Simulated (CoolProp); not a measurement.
Toluene along the isobar 599 kPa: fugacity coefficient from the reference equation and from simpler models built on Tc = 591.7 K, pc = 4126 kPa, ω = 0.266; each cubic takes its own stable root.

Values from CoolProp's reference Helmholtz-energy equation of state, Lemmon 2006. It is a short technical equation, of lower accuracy than the large ones.

```
T (K)   phase  reference  van der Waals  Redlich-Kwong  Soave-Redlich-Kwong  Peng-Robinson
-----  ------  ---------  -------------  -------------  -------------------  -------------
283.9  liquid   0.002978         0.1448       0.008847             0.002889       0.003162
317.1  liquid    0.01603         0.2939        0.03934              0.01563        0.01642
350.3  liquid    0.05893         0.5183         0.1220              0.05815        0.05944
383.6  liquid     0.1649         0.8243         0.2941               0.1650         0.1656
416.8  liquid     0.3747         0.9023         0.5874               0.3797         0.3766
450    liquid     0.7275         0.9181         0.8943               0.7449         0.7335
483.2     gas     0.8964         0.9305         0.9131               0.9065         0.9005
516.4     gas     0.9172         0.9405         0.9278               0.9238         0.9180
```

At some of these states van der Waals, Redlich-Kwong gives the other phase, because its saturation line lies elsewhere.
